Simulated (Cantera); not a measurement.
**TiC + C + H2 (sublimation and decomposition of ceramics)**

Feed: 1 mol TiC, 0.41 mol C, 0.15 mol H2, equilibrated at 60.0 mbar.

Equilibrium computed with Cantera from the NASA thermochemical tables; the gas is ideal and each condensed phase is pure. Candidate condensed phases: C, C6H6, C7H8, C8H18, Ti, TiC; 89 gas species. Ions and electrons are included (thermal ionisation). TiC: taken at fixed stoichiometry. Rates play no part.

```json
[
 {"T (K)": "2000", "x H2": "0.993", "x C": "5.07e-10", "x Ti": "1.27e-8", "x H": "0.00661", "x C3": "4.62e-10", "x C2": "3.91e-11", "x Ti+": "1.83e-11", "x e-": "1.83e-11", "x C2H2 (acetylene)": "0.000763", "x C2H": "9.51e-8", "n C(graphite)": "0.410", "n TiC(s)": "1.00", "n TiC(l)": "0"},
 {"T (K)": "2500", "x H2": "0.893", "x C": "2.77e-6", "x Ti": "2.85e-5", "x H": "0.0970", "x C3": "8.28e-6", "x C2": "7.63e-7", "x Ti+": "6.08e-8", "x e-": "6.07e-8", "x C2H2 (acetylene)": "0.00966", "x C2H": "7.54e-5", "n C(graphite)": "0.407", "n TiC(s)": "1.000", "n TiC(l)": "0"},
 {"T (K)": "3000", "x H2": "0.497", "x C": "0.000845", "x Ti": "0.00466", "x H": "0.455", "x C3": "0.00520", "x C2": "0.000528", "x Ti+": "1.40e-5", "x e-": "1.35e-5", "x C2H2 (acetylene)": "0.0309", "x C2H": "0.00486", "n C(graphite)": "0.392", "n TiC(s)": "0.999", "n TiC(l)": "0"},
 {"T (K)": "3500", "x H2": "0.0328", "x C": "0.0388", "x Ti": "0.188", "x H": "0.436", "x C3": "0.234", "x C2": "0.0335", "x Ti+": "0.000764", "x e-": "0.000629", "x C2H2 (acetylene)": "0.00432", "x C2H": "0.0181", "n C(graphite)": "0", "n TiC(s)": "0", "n TiC(l)": "0.893"},
 {"T (K)": "4000", "x H2": "0.000460", "x C": "0.204", "x Ti": "0.468", "x H": "0.140", "x C3": "0.107", "x C2": "0.0667", "x Ti+": "0.00546", "x e-": "0.00510", "x C2H2 (acetylene)": "9.59e-6", "x C2H": "0.00142", "n C(graphite)": "0", "n TiC(s)": "0", "n TiC(l)": "0"},
 {"T (K)": "4500", "x H2": "6.69e-5", "x C": "0.432", "x Ti": "0.370", "x H": "0.115", "x C3": "0.0114", "x C2": "0.0386", "x Ti+": "0.0161", "x e-": "0.0160", "x C2H2 (acetylene)": "1.14e-7", "x C2H": "0.000133", "n C(graphite)": "0", "n TiC(s)": "0", "n TiC(l)": "0"},
 {"T (K)": "5000", "x H2": "1.67e-5", "x C": "0.485", "x Ti": "0.318", "x H": "0.107", "x C3": "0.000444", "x C2": "0.00939", "x Ti+": "0.0402", "x e-": "0.0402", "x C2H2 (acetylene)": "1.45e-9", "x C2H": "8.18e-6", "n C(graphite)": "0", "n TiC(s)": "0", "n TiC(l)": "0"}
]
```
x: gas mole fraction; n: condensed amount in mol.

From 2000 K to 3000 K the condensed part is C(graphite) + TiC(s). At 3500 K the condensed part is TiC(l). From 4000 K to 5000 K nothing is condensed. The main Ti-bearing gas is Ti throughout.
